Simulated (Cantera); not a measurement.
A Cantera script and its output.

```python
import numpy as np
import cantera as ct

gas = ct.Solution("gri30.yaml", transport_model="multicomponent")
show = ['O', 'H', 'CO2']

rows = []
print(f"{'T/K':>7s}{'rho':>11s}{'cp':>10s}{'mu':>11s}{'lambda':>11s}{'Pr':>7s}" + "".join(f"{'D_' + s:>11s}" for s in show))
for T in [400, 500, 600, 700, 800, 900]:
    gas.TPX = T, 1333, {'CH4': 0.51, 'CO': 0.17, 'H2O': 0.57}
    Pr = gas.cp_mass * gas.viscosity / gas.thermal_conductivity
    D = [gas.mix_diff_coeffs_mole[gas.species_index(s)] for s in show]
    rows.append([gas.density, gas.cp_mass, gas.viscosity, gas.thermal_conductivity, Pr, *D])
    print(f"{T:7g}{gas.density:11.4e}{gas.cp_mass:10.1f}{gas.viscosity:11.4e}"
          f"{gas.thermal_conductivity:11.4e}{Pr:7.3f}" + "".join(f"{d:11.4e}" for d in D))
print("SI units: kg/m3, J/kg/K, Pa s, W/m/K, m2/s")
```

It prints:

```
    T/K        rho        cp         mu     lambda     Pr        D_O        D_H      D_CO2
    400 7.4429e-03    1947.1 1.5324e-05 4.3711e-02  0.683 4.4793e-03 1.5646e-02 2.1724e-03
    500 5.9543e-03    2104.6 1.8678e-05 5.7750e-02  0.681 6.6434e-03 2.3457e-02 3.3028e-03
    600 4.9619e-03    2273.2 2.1880e-05 7.2883e-02  0.682 9.1214e-03 3.2449e-02 4.6180e-03
    700 4.2531e-03    2437.7 2.4946e-05 8.8667e-02  0.686 1.1891e-02 4.2532e-02 6.1025e-03
    800 3.7214e-03    2590.8 2.7891e-05 1.0475e-01  0.690 1.4935e-02 5.3634e-02 7.7445e-03
    900 3.3080e-03    2733.4 3.0728e-05 1.2103e-01  0.694 1.8239e-02 6.5701e-02 9.5344e-03
SI units: kg/m3, J/kg/K, Pa s, W/m/K, m2/s
```

Cantera simulation using GRI-Mech 3.0 (53 species, 325 reactions); the numbers are that mechanism's predictions, not measurements. Polar gases are described roughly by these parameters.
